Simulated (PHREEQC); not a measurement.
Make-up at 25 °C: 0.015 mol/kgw FeCl3, 0.26 mol/kgw ZnCl2, 0.00083 mol/kgw NaHCO3 and 0.00014 mol/kgw NaCl. Closed to the air; pH follows from the charge balance.

The numbers come from PHREEQC with the ion-association model, phreeqc.dat.

This is a speciation only: nothing precipitates in the calculation.

**Question.** Order these Zn species by the share of Zn that they hold, largest first: ZnCl4-2, ZnCl2, Zn+2, ZnCl3-, ZnCl+.

**Answer.** Zn+2 (76 %), ZnCl+ (18 %), ZnCl2 (3.0 %), ZnCl3- (1.8 %), ZnCl4-2 (0.89 %)

The pH is 2.65 and the ionic strength 0.694 mol/kgw. Saturation is exceeded, for instance for Hematite (slow to form), Goethite (slow to form); the values hold only as long as no solid forms.
